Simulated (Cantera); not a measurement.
**Ignition delay**

Mixture: 9.34 % CH4, 19.0 % O2, 71.6 % N2, equivalence ratio 0.98, at 1.00 bar, adiabatic and at constant pressure. Ignition delay is the time to a rise of 400 K.

Computed with Cantera and GRI-Mech 3.0 (53 species, 325 reactions).

```
T0 (K)  delay (ms)
------  ----------
1275          16.2
1350          6.21
1425          2.58
1500          1.17
1575         0.576
1650         0.310
1725         0.180
1800         0.111
1875        0.0717
1950        0.0484
```

```json
{
  "apparent activation energy between 1800 and 1950 K": "160 kJ/mol"
}
```
